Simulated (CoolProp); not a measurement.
Values from CoolProp's reference Helmholtz-energy equation of state, Gao 2020.

Question: For ammonia, give the phase and the Z, cp (kJ/(kg K)), cv (kJ/(kg K)), expansivity (1/kK) at 451.85 °C and 14900 kPa; 451.85 °C and 17000 kPa.

Answer: 
- 451.85 °C and 14900 kPa: supercritical; Z 0.959, cp 3.16, cv 2.46, expansivity 1.72
- 451.85 °C and 17000 kPa: supercritical; Z 0.954, cp 3.20, cv 2.47, expansivity 1.77
